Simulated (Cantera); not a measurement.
An adiabatic, constant-volume homogeneous reactor starts with H2 : O2 : N2 = 1 : 0.667 : 2.51 (molar parts), equivalence ratio 0.75, at 1373 K and 27.0 bar. Integrator tolerance rtol = 1e-08.

Cantera simulation using GRI-Mech 3.0 (53 species, 325 reactions); the numbers are that mechanism's predictions, not measurements. The hydrogen kinetics of GRI-Mech 3.0 are dated; newer H2 mechanisms differ, most at raised pressure. The pressure lies above the range GRI-Mech 3.0 was tuned for (to about 10 atm). Above 3000 K some thermodynamic fits are extrapolated.

### Question
What does this change do: initial temperature 1373 to 1475 K?

### Answer
```json
[
 {"quantity": "time of steepest temperature rise", "before": "4.33 µs", "after": "0.959 µs"},
 {"quantity": "temperature at 5.00 s", "before": "3100 K", "after": "3147 K"},
 {"quantity": "equilibrium temperature", "before": "3100 K", "after": "3147 K"},
 {"quantity": "x(H2) at 5.00 s", "before": "0.0113 (gas-phase equilibrium 0.0113)", "after": "0.0132 (gas-phase equilibrium 0.0132)"},
 {"quantity": "x(O2) at 5.00 s", "before": "0.0333 (gas-phase equilibrium 0.0333)", "after": "0.0330 (gas-phase equilibrium 0.0330)"},
 {"quantity": "x(H2O2) at 5.00 s", "before": "6.56e-6 (gas-phase equilibrium 6.56e-6)", "after": "6.66e-6 (gas-phase equilibrium 6.66e-6)"},
 {"quantity": "x(HO2) at 5.00 s", "before": "5.37e-5 (gas-phase equilibrium 5.37e-5)", "after": "5.63e-5 (gas-phase equilibrium 5.63e-5)"},
 {"quantity": "x(O) at 5.00 s", "before": "0.00393 (gas-phase equilibrium 0.00393)", "after": "0.00465 (gas-phase equilibrium 0.00465)"},
 {"quantity": "x(N2O) at 5.00 s", "before": "7.58e-6 (gas-phase equilibrium 7.58e-6)", "after": "7.73e-6 (gas-phase equilibrium 7.73e-6)"},
 {"quantity": "x(OH) at 5.00 s", "before": "0.0237 (gas-phase equilibrium 0.0237)", "after": "0.0261 (gas-phase equilibrium 0.0261)"}
]
```

### Question
What does this change do: initial temperature 1373 to 1350 K?

### Answer
| quantity | before | after |
|---|---|---|
| time of steepest temperature rise | 4.33 µs | 7.23 µs |
| temperature at 5.00 s | 3100 K | 3090 K |
| equilibrium temperature | 3100 K | 3090 K |
| x(H2) at 5.00 s | 0.0113 (gas-phase equilibrium 0.0113) | 0.0109 (gas-phase equilibrium 0.0109) |
| x(O2) at 5.00 s | 0.0333 (gas-phase equilibrium 0.0333) | 0.0334 (gas-phase equilibrium 0.0334) |
| x(H2O2) at 5.00 s | 6.56e-6 (gas-phase equilibrium 6.56e-6) | 6.54e-6 (gas-phase equilibrium 6.54e-6) |
| x(HO2) at 5.00 s | 5.37e-5 (gas-phase equilibrium 5.37e-5) | 5.31e-5 (gas-phase equilibrium 5.31e-5) |
| x(O) at 5.00 s | 0.00393 (gas-phase equilibrium 0.00393) | 0.00377 (gas-phase equilibrium 0.00377) |
| x(N2O) at 5.00 s | 7.58e-6 (gas-phase equilibrium 7.58e-6) | 7.55e-6 (gas-phase equilibrium 7.55e-6) |
| x(OH) at 5.00 s | 0.0237 (gas-phase equilibrium 0.0237) | 0.0232 (gas-phase equilibrium 0.0232) |

### Question
What does this change do: H2 1 to 0.51 parts?

### Answer
```json
[
 {"quantity": "time of steepest temperature rise", "before": "4.33 µs", "after": "5.02 µs"},
 {"quantity": "temperature at 5.00 s", "before": "3100 K", "after": "2497 K"},
 {"quantity": "equilibrium temperature", "before": "3100 K", "after": "2497 K"},
 {"quantity": "x(H2) at 5.00 s", "before": "0.0113 (gas-phase equilibrium 0.0113)", "after": "0.000380 (gas-phase equilibrium 0.000380)"},
 {"quantity": "x(O2) at 5.00 s", "before": "0.0333 (gas-phase equilibrium 0.0333)", "after": "0.110 (gas-phase equilibrium 0.110)"},
 {"quantity": "x(H2O2) at 5.00 s", "before": "6.56e-6 (gas-phase equilibrium 6.56e-6)", "after": "2.28e-6 (gas-phase equilibrium 2.28e-6)"},
 {"quantity": "x(HO2) at 5.00 s", "before": "5.37e-5 (gas-phase equilibrium 5.37e-5)", "after": "2.74e-5 (gas-phase equilibrium 2.74e-5)"},
 {"quantity": "x(O) at 5.00 s", "before": "0.00393 (gas-phase equilibrium 0.00393)", "after": "0.000704 (gas-phase equilibrium 0.000704)"},
 {"quantity": "x(N2O) at 5.00 s", "before": "7.58e-6 (gas-phase equilibrium 7.58e-6)", "after": "5.72e-6 (gas-phase equilibrium 5.72e-6)"},
 {"quantity": "x(OH) at 5.00 s", "before": "0.0237 (gas-phase equilibrium 0.0237)", "after": "0.00565 (gas-phase equilibrium 0.00565)"}
]
```
